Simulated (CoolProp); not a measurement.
Fluorine along the isobar 35.3 bar: density (kg/m³) from the reference equation and from simpler models built on Tc = -128.7 °C, pc = 52.40 bar, ω = 0.045; each cubic takes its own stable root.

Values from CoolProp's reference Helmholtz-energy equation of state, de Reuck 1990.

| T (°C) | phase | reference | van der Waals | Redlich-Kwong | Soave-Redlich-Kwong | Peng-Robinson |
|---|---|---|---|---|---|---|
| -186.85 | liquid | 1502 | 1038 | 1519 | 1509 | 1702 |
| -163.15 | liquid | 1321 | 913.5 | 1299 | 1299 | [?] |
| -139.35 | liquid | 1032 | 183.7 | 921.9 | [?] | 1046 |
| -115.65 | gas | 127.4 | 126.4 | 128.0 | 127.7 | [?] |
| -91.85 | gas | 100.5 | 101.4 | 101.1 | [?] | 102.8 |
| -68.15 | gas | 84.90 | [?] | 85.34 | 84.77 | 86.27 |
| -44.35 | gas | 74.08 | [?] | 74.38 | 73.83 | 74.94 |
| -20.65 | gas | 66.02 | 66.84 | [?] | 65.72 | [?] |
| 3.15 | gas | 59.67 | 60.35 | 59.84 | 59.35 | 60.04 |
| 26.85 | gas | 54.53 | 55.10 | 54.67 | 54.23 | 54.78 |

Fill in the missing entries.


- -163.15, Peng-Robinson: 1469
- -139.35, Soave-Redlich-Kwong: 928.0
- -115.65, Peng-Robinson: 131.2
- -91.85, Soave-Redlich-Kwong: 100.6
- -68.15, van der Waals: 85.98
- -44.35, van der Waals: 75.05
- -20.65, Redlich-Kwong: 66.24
- -20.65, Peng-Robinson: 66.58

At some of these states van der Waals gives the other phase, because its saturation line lies elsewhere.
